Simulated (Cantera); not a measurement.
Feed: 1 mol HCl, 0.16 mol H2O, 3 mol N2, at 2225 K and 0.100 bar.

These are equilibrium values from Cantera (NASA tables, ideal gas, pure condensed phases), not measurements of a reactor. Candidate condensed phases: H2O, NH4Cl; 29 gas species. The numbers say what is thermodynamically allowed, not how fast it happens.

Base state: N2 0.710, HCl 0.210, H2O 0.0363, Cl 0.0269, H2 0.0134, H 0.00237, OH 0.000928, NO 0.000314 (mole fractions); condensed: gas only.

Task: What changes in the equilibrium state with this change: pressure from 0.100 bar to 0.290 bar?

Result: 
| species | before | after |
|---|---|---|
| N2 | 0.710 | 0.713 |
| HCl | 0.210 | 0.218 |
| H2O | 0.0363 | 0.0369 |
| Cl | 0.0269 | 0.0192 |
| H2 | 0.0134 | 0.00986 |
| O | 0.000114 | 5.44e-5 |
| H | 0.00237 | 0.00119 |

Task: What changes in the equilibrium state with this change: 0.85 mol O2 added?

Result: 
```json
[
 {"species": "N2", "before": "0.710", "after": "0.581"},
 {"species": "O2", "before": "0.000129", "after": "0.140"},
 {"species": "HCl", "before": "0.210", "after": "0.125"},
 {"species": "H2", "before": "0.0134", "after": "0.000698"},
 {"species": "Cl", "before": "0.0269", "after": "0.0701"},
 {"species": "H2O", "before": "0.0363", "after": "0.0621"},
 {"species": "ClO", "before": "1.25e-6", "after": "0.000108"},
 {"species": "O", "before": "0.000114", "after": "0.00375"},
 {"species": "NO", "before": "0.000314", "after": "0.00938"},
 {"species": "OH", "before": "0.000928", "after": "0.00698"},
 {"species": "Cl2", "before": "2.82e-5", "after": "0.000192"}
]
```

Task: What changes in the equilibrium state with this change: temperature from 2225 K to 1000 K?

Result: 
```tsv
species	before	after
N2	0.710	0.721
HCl	0.210	0.240
H2O	0.0363	0.0385
Cl	0.0269	1.25e-6
H2	0.0134	1.66e-6
H	0.00237	<1e-9
OH	0.000928	<1e-9
NO	0.000314	<1e-9
```
